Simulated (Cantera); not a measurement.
Charge: 1 mol TiCl4, 2.8 mol H2O, at 0.00420 bar.

These are equilibrium values from Cantera (NASA tables, ideal gas, pure condensed phases), not measurements of a reactor. Candidate condensed phases: H2O, Ti, TiCl2, TiCl3, TiCl4, TiO, TiO2, Ti2O3, Ti3O5, Ti4O7; 23 gas species. Condensed phases not in the tables: TiOCl. The numbers say what is thermodynamically allowed, not how fast it happens.

x: gas mole fraction; n: condensed amount in mol.

```tsv
T (K)	x HCl	x H2O	x Cl	x H2	x H	x OH	x O	n TiO2(rutile)	n TiO2(l)
1173	0.833	0.167	0.000147	8.11e-5	1.64e-8	2.32e-7	…	1.00	0
1273	0.833	0.167	0.000487	0.000255	1.76e-7	1.32e-6	…	1.00	0
1373	0.831	0.167	0.00135	0.000692	1.35e-6	5.81e-6	…	1.00	0
1473	0.829	0.166	0.00323	0.00165	7.93e-6	2.08e-5	…	1.00	0
1573	0.823	0.166	0.00692	0.00352	3.72e-5	6.34e-5	…	1.000	0
1673	0.814	0.165	0.0135	0.00685	0.000145	0.000169	…	1.000	0
1773	0.798	0.164	0.0243	0.0123	0.000487	0.000402	…	1.000	0
1873	0.774	0.162	0.0408	0.0205	0.00143	0.000873	…	1.000	0
1973	0.739	0.158	0.0643	0.0320	0.00372	0.00175	…	1.000	0
2073	0.691	0.153	0.0957	0.0468	0.00878	0.00326	…	0.999	0
2173	0.629	0.144	0.135	0.0642	0.0189	0.00566	…	0	0.995
```

**Question.** What belongs in the gaps?

**Answer.** 
- 1173, x O: 4.89e-11
- 1273, x O: 8.89e-10
- 1373, x O: 1.05e-8
- 1473, x O: 8.78e-8
- 1573, x O: 5.63e-7
- 1673, x O: 2.90e-6
- 1773, x O: 1.24e-5
- 1873, x O: 4.60e-5
- 1973, x O: 0.000150
- 2073, x O: 0.000438
- 2173, x O: 0.00117
